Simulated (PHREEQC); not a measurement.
A solution holds 1.5 mmol/kgw H3BO3, 0.95 mmol/kgw Na2SO4 and 0.05 mmol/kgw KCl, at 25 °C. Closed to the air; pH follows from the charge balance.

Model: ion-association model, phreeqc.dat, run in PHREEQC.

This is a speciation only: nothing precipitates in the calculation.

Q: What pH does the model give?

A: pH 6.04.
